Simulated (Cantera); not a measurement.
Silicates and aluminates: SiO₂ + MgO + O₂ + MgCl₂

Feed: 1 mol SiO₂, a varied amount of MgO, 1.3 mol O₂, 0.34 mol MgCl₂, equilibrated at 602 °C and 0.000240 bar.

Method: chemical equilibrium by Gibbs-energy minimisation in Cantera with the NASA 1993 tables (ideal gas, pure condensed phases). Candidate condensed phases: Mg, MgCl₂, MgO, MgSiO₃, Mg₂SiO₄, Si, SiO₂; 20 gas species. Condensed phases not in the tables: alloys, solid solutions and most ternary compounds. Rates play no part.

```csv
n(MgO) (mol),log p O₂,log p Cl₂,log p Cl,log p MgCl₂,log p ClO,n MgSiO₃(s),n SiO₂(β-quartz),n Mg₂SiO₄(s),n MgO(s)
0.17,-3.73,-4.26,-6.47,-10.29,-9.37,0.510,0.490,0,0
0.38,-3.73,-4.26,-6.47,-10.29,-9.37,0.720,0.280,0,0
0.59,-3.73,-4.26,-6.47,-10.29,-9.37,0.930,0.0700,0,0
0.8,-3.73,-4.26,-6.47,-9.82,-9.37,0.860,0,0.140,0
1,-3.73,-4.26,-6.47,-9.82,-9.37,0.660,0,0.340,0
1.2,-3.73,-4.26,-6.47,-9.82,-9.37,0.460,0,0.540,0
1.4,-3.73,-4.26,-6.47,-9.82,-9.37,0.260,0,0.740,0
1.6,-3.73,-4.26,-6.47,-9.82,-9.37,0.0600,0,0.940,0
1.8,-3.73,-4.26,-6.47,-8.18,-9.37,0,0,1.00,0.140
2.1,-3.73,-4.26,-6.47,-8.18,-9.37,0,0,1.00,0.440
2.3,-3.73,-4.26,-6.47,-8.18,-9.37,0,0,1.00,0.640
2.5,-3.73,-4.26,-6.47,-8.18,-9.37,0,0,1.00,0.840
```
log p: log10 of the partial pressure in bar; n: condensed amount in mol.

From 0.17 mol MgO to 0.59 mol MgO the condensed part is MgSiO₃(s) + SiO₂(β-quartz). From 0.8 mol MgO to 1.6 mol MgO the condensed part is MgSiO₃(s) + Mg₂SiO₄(s). From 1.8 mol MgO to 2.5 mol MgO the condensed part is MgO(s) + Mg₂SiO₄(s).
